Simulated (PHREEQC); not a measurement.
**Metal-bearing waste water**

Dissolve 0.0075 mol CuSO4, 0.037 mol ZnCl2, 0.00062 mol H2SO4 and 0.00013 mol Na2SO4 per kg of water at 20 °C. Closed to the air; pH follows from the charge balance.

The numbers come from PHREEQC with the ion-association model, phreeqc.dat.

This is a speciation only: nothing precipitates in the calculation.

Task: Estimate the pH, ionic strength.

Result: pH 3.04; ionic strength 0.122 mol/kgw.

Task: In which forms is S present?

Result: SO4-2 47 %, ZnSO4 41 %, CuSO4 7.8 %, Zn(SO4)2-2 2.7 %, HSO4- 1.7 % of the S.
